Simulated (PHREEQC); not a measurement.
HCl is added in steps, without added water, to 1 kg of water holding 5.1 mmol/kgw KH2PO4 and 0.14 mmol/kgw NH3, at 25 °C. Oxygen alone is held at its pressure in air (log pO2 = -0.68). CO2 from the air is kept out. The run lets Sylvite precipitate or redissolve, and no other solid.

Base run: PHREEQC, ion-association model, phreeqc.dat. Each further column changes one thing. The table gives H3PO4 (mol/kgw).

```json
[
 {"HCl added (mol)": "0", "base": "1.82e-6", "metal-ligand complexes left out": "1.81e-6", "all activity coefficients set to 1": "1.58e-6", "Debye-Hückel limiting law": "1.85e-6", "database wateq4f.dat": "1.82e-6"},
 {"HCl added (mol)": "0.001875", "base": "0.000624", "metal-ligand complexes left out": "0.000624", "all activity coefficients set to 1": "0.000684", "Debye-Hückel limiting law": "0.000614", "database wateq4f.dat": "0.000624"},
 {"HCl added (mol)": "0.003125", "base": "0.00101", "metal-ligand complexes left out": "0.00101", "all activity coefficients set to 1": "0.00111", "Debye-Hückel limiting law": "0.000989", "database wateq4f.dat": "0.00101"},
 {"HCl added (mol)": "0.005", "base": "0.00149", "metal-ligand complexes left out": "0.00149", "all activity coefficients set to 1": "0.00164", "Debye-Hückel limiting law": "0.00146", "database wateq4f.dat": "0.00149"},
 {"HCl added (mol)": "0.006875", "base": "0.00189", "metal-ligand complexes left out": "0.00189", "all activity coefficients set to 1": "0.00208", "Debye-Hückel limiting law": "0.00185", "database wateq4f.dat": "0.00189"},
 {"HCl added (mol)": "0.008125", "base": "0.00211", "metal-ligand complexes left out": "0.00211", "all activity coefficients set to 1": "0.00232", "Debye-Hückel limiting law": "0.00206", "database wateq4f.dat": "0.00211"},
 {"HCl added (mol)": "0.01", "base": "0.00240", "metal-ligand complexes left out": "0.00240", "all activity coefficients set to 1": "0.00263", "Debye-Hückel limiting law": "0.00234", "database wateq4f.dat": "0.00240"},
 {"HCl added (mol)": "0.01188", "base": "0.00264", "metal-ligand complexes left out": "0.00264", "all activity coefficients set to 1": "0.00289", "Debye-Hückel limiting law": "0.00257", "database wateq4f.dat": "0.00264"},
 {"HCl added (mol)": "0.01312", "base": "0.00278", "metal-ligand complexes left out": "0.00278", "all activity coefficients set to 1": "0.00303", "Debye-Hückel limiting law": "0.00271", "database wateq4f.dat": "0.00278"},
 {"HCl added (mol)": "0.015", "base": "0.00296", "metal-ligand complexes left out": "0.00296", "all activity coefficients set to 1": "0.00322", "Debye-Hückel limiting law": "0.00288", "database wateq4f.dat": "0.00296"}
]
```

 H3PO4, which wateq4f.dat lacks, is added to it with the constant of phreeqc.dat. phreeqc.dat and wateq4f.dat share most of their constants, so their agreement is no independent check.
